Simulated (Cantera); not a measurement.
An isothermal, constant-pressure homogeneous reactor starts with NH3 : N2 : H2 = 1 : 2.4 : 0.18 (molar parts), at 1625 K and 0.680 bar.

Detailed kinetics in Cantera: the gas-phase N/H chemistry of the illustrative SiF4/NH3 mechanism in the Surface Chemkin manual (1991). Walls and surfaces, which speed up NH3 decomposition in real reactors, are not modelled.

One state of this run: x NH3 = 0.261; x NH2 = 6.17e-5; x N = 1.27e-8; x N2H4 = 5.29e-8; x NH = 3.74e-7; x N2 = 0.668. x: mole fraction; the columns are a selection and need not sum to one.

Q: Which value of t (s) does it belong to?
A. 8.66e-5
B. 0.000406
C. 0.426
D. 4.00e-5

A: C, 0.426
